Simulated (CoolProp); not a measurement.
Saturated liquid density (kg/m³) of nitrogen: the reference equation beside estimates from Tc = 126.2 K, pc = 3.396 MPa, ω = 0.037. Rackett uses Z = 0.29056 − 0.08775 ω.

Computed with CoolProp (reference Helmholtz-energy equation of state, Span 2000).

```tsv
T (K)	reference	Rackett	van der Waals	Redlich-Kwong	Soave-Redlich-Kwong	Peng-Robinson
98.8	696.5	706.7	476.7	677.2	676.2	766.4
101.1	682.6	692.7	466.6	659.1	658.6	746.5
103.4	668.1	678.1	456.0	640.0	640.0	725.3
105.8	652.1	662.1	444.4	619.0	619.5	701.8
108.1	635.8	645.8	432.5	597.7	598.5	677.7
110.4	618.3	628.4	419.8	574.9	576.1	651.8
112.7	599.4	609.7	406.2	550.4	551.9	623.7
115	578.7	589.1	391.3	523.8	525.5	592.9
117.3	555.5	566.2	374.8	494.6	496.4	558.7
119.7	527.3	538.5	355.0	460.0	461.8	518.0
122	494.0	505.7	332.4	420.8	422.4	471.6
124.3	447.1	459.5	302.2	369.7	370.9	410.7
```

Absolute difference from the reference over all 12 rows, mean and median: Rackett 1.8 and 1.7 %, van der Waals 32.2 and 32.2 %, Redlich-Kwong 8.5 and 7.6 %, Soave-Redlich-Kwong 8.3 and 7.4 %, Peng-Robinson 5.8 and 6.0 %.
